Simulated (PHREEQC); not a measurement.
A solution holds 0.0079 mol/kgw HCl and 0.012 mol/kgw CuCl2, at 25 °C. Closed to the air; pH follows from the charge balance.

The numbers come from PHREEQC with the ion-association model, phreeqc.dat.

```json
{
 "pH": "2.17",
 "ionic_strength": "0.0429 mol/kgw",
 "specific_conductance": "5500 µS/cm",
 "total_alkalinity": "-7.90 meq/kg"
}
```

```tsv
species	molality	activity	log γ
Cl-	0.0314	0.0259	-0.084
Cu+2	0.0115	0.00577	-0.300
H+	0.00790	0.00679	-0.066
CuCl+	0.000486	0.000402	-0.083
CuCl2	5.53e-6	5.58e-6	0.004
CuOH+	1.03e-8	8.48e-9	-0.083
```

Precipitation was switched off in this run.
